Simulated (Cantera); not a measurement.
Charge: 1 mol SiC, 0.033 mol H₂O, 110 mol H₂, at 1773 K and 100 Torr.

These are equilibrium values from Cantera (NASA tables, ideal gas, pure condensed phases), not measurements of a reactor. Candidate condensed phases: C, C₆H₆, C₇H₈, C₈H₁₈, H₂O, Si, SiC, SiO₂; 123 gas species. The numbers say what is thermodynamically allowed, not how fast it happens.

Base state: H₂ 0.999, H 0.000779, CO 0.000152, SiO 0.000148 (mole fractions); condensed: SiC(s).

**Question.** What changes in the equilibrium state with this change: temperature from 1773 K to 1975 K?

**Answer.** 
| species | before | after |
|---|---|---|
| H₂ | 0.999 | 0.996 |
| H | 0.000779 | 0.00374 |
| CO | 0.000152 | 0.000206 |
| Si | 4.67e-6 | 8.72e-5 |
| SiO | 0.000148 | 9.36e-5 |
| C₂H₂ (acetylene) | 7.39e-7 | 1.25e-5 |
| SiH | 2.10e-6 | 2.29e-5 |
| SiH₂ | 7.20e-6 | 3.29e-5 |
| SiC(s), mol | 0.982 | 0.973 |
Gases not in the tables: Si₂H₆ and higher silanes.
